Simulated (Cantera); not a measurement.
Cantera run:

```python
import numpy as np
import cantera as ct

gas_names = [...]  # 123 gases of nasa_gas.yaml made of C, H, O, S
cond_names = """
    C(gr) C6H6(L) C7H8(L) C8H18(L),n-octa H2O(s) H2O(L) H2SO4(L) S(cr1) S(cr2) S(L)
""".split()


# ... load() reads the species with a 1 bar reference pressure and builds the phases ...
atoms = {
    'CS2': {'C': 1, 'S': 2},
    'H2': {'H': 2},
    'SO2': {'S': 1, 'O': 2},
}
top_T = {'C(gr)': 4500}  # K; cautious upper limits of use, not melting points


# ... equilibrate(T, P, feed) seeds the gas with the atoms and calls Mixture.equilibrate('TP', solver="vcs", rtol=1e-11, max_steps=5000) ...
results = []
feed = {'CS2': 1, 'H2': 2.6, 'SO2': 0.36}  # mol
T = 2548  # K
for P in [10, 65, 420, 2700, 17000, 110000, 720000, 4700000, 30000000]:
    mix = equilibrate(T, P, feed)
    results.append((T, P, feed, dict(zip(mix.species_names, mix.species_moles))))

top = {s: max(r[3][s] / sum(r[3][g] for g in gas_names) for r in results) for s in gas_names}
cols = sorted((s for s in top if top[s] > 1e-05), key=lambda s: -top[s])[:7]
seen = [c for c in cond_names if any(r[3].get(c, 0) > 1e-12 for r in results)]
print("log10 of partial pressures in bar; condensed amounts in mol")
print(f"{'P/Pa':>10s}" + "".join(f"{s[:9]:>10s}" for s in cols + seen))
for T, P, feed, n in results:
    ng = sum(n[g] for g in gas_names)
    print(f"{P:10.4g}" + "".join(f"{np.log10(max(n[s] / ng * P / 1e5, 1e-99)):10.3f}" for s in cols)
          + "".join(f"{n.get(c, 0):10.4g}" for c in seen))
```

Output:

```
log10 of partial pressures in bar; condensed amounts in mol
      P/Pa         H        H2       H2S         S        CO        S2       CS2
        10    -4.236    -5.453    -9.511    -4.594    -5.044    -6.643    -8.413
        65    -3.536    -4.053    -7.301    -3.783    -4.184    -5.022    -6.745
       420    -2.966    -2.913    -5.451    -3.074    -3.298    -3.604    -5.163
      2700    -2.486    -1.953    -3.938    -2.521    -2.429    -2.497    -3.778
   1.7e+04    -2.056    -1.092    -2.624    -2.067    -1.595    -1.590    -2.573
   1.1e+05    -1.642    -0.265    -1.383    -1.653    -0.763    -0.762    -1.482
   7.2e+05    -1.242     0.536    -0.196    -1.267     0.070     0.011    -0.491
   4.7e+06    -0.859     1.301     0.921    -0.915     0.902     0.715     0.426
     3e+07    -0.498     2.023     1.944    -0.614     1.723     1.316     1.289
```

Equilibrium computed with Cantera from the NASA thermochemical tables; the gas is ideal and each condensed phase is pure. The ideal-gas law is rough above about 30 bar.
